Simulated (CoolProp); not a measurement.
A simple Rankine cycle with water: condensing at 324.15 K, boiler at 0.274 MPa, turbine inlet 553.6 K, turbine efficiency 0.7, pump efficiency 0.8, no recuperator. Each further row changes one setting.

Values from CoolProp's reference Helmholtz-energy equation of state, Wagner 2002.

| case | thermal efficiency (%) | net work (kJ/kg) | heat in (kJ/kg) | turbine exit temperature (K) | volume ratio over the turbine |
|---|---|---|---|---|---|
| as stated | 13.9 | 392 | 2820 | (withheld) | 13.3 |
| turbine inlet 573.6 K | 14.2 | 405 | 2860 | 362.2 | 13.4 |
| condensing temperature 316.15 K | 15.1 | 432 | 2850 | 326.3 | 18.8 |
| boiler pressure 0.192 MPa | 12.6 | (withheld) | 2820 | 367.5 | (withheld) |
| turbine efficiency 0.6 | 11.9 | (withheld) | 2820 | 376.7 | 14.4 |

Task: Some entries are withheld; supply them.

Result: 
- as stated, turbine exit temperature (K): 347.3
- boiler pressure 0.192 MPa, net work (kJ/kg): 356
- boiler pressure 0.192 MPa, volume ratio over the turbine: 9.85
- turbine efficiency 0.6, net work (kJ/kg): 336
